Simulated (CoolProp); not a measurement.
R124 along the isotherm 228.4 K: density (kg/m³) from the reference equation and from simpler models built on Tc = 395.4 K, pc = 36.24 bar, ω = 0.288; each cubic takes its own stable root.

The numbers come from the reference Helmholtz-energy equation of state, de Vries 1995 in CoolProp.

```json
[
 {"p (bar)": "0.287", "phase": "liquid", "reference": "1568"},
 {"p (bar)": "0.543", "phase": "liquid", "reference": "1568"},
 {"p (bar)": "1.03", "phase": "liquid", "reference": "1568"},
 {"p (bar)": "1.95", "phase": "liquid", "reference": "1568"},
 {"p (bar)": "3.7", "phase": "liquid", "reference": "1568"},
 {"p (bar)": "7.02", "phase": "liquid", "reference": "1569"},
 {"p (bar)": "13.3", "phase": "liquid", "reference": "1570"},
 {"p (bar)": "25.2", "phase": "liquid", "reference": "1573"},
 {"p (bar)": "47.8", "phase": "liquid", "reference": "1578"},
 {"p (bar)": "90.6", "phase": "liquid", "reference": "1586"}
]
```

### Question
How far does each simpler model (van der Waals, Soave-Redlich-Kwong) lie from the reference over these 10 states: mean and median of the absolute difference, and the worst?

### Answer
- van der Waals: mean 63.4 %, median 39.9 %, worst -99.9 % at 228.4 K and 0.287 bar
- Soave-Redlich-Kwong: mean 8.4 %, median 8.4 %, worst -8.5 % at 228.4 K and 0.287 bar

At some of these states van der Waals gives the other phase, because its saturation line lies elsewhere.
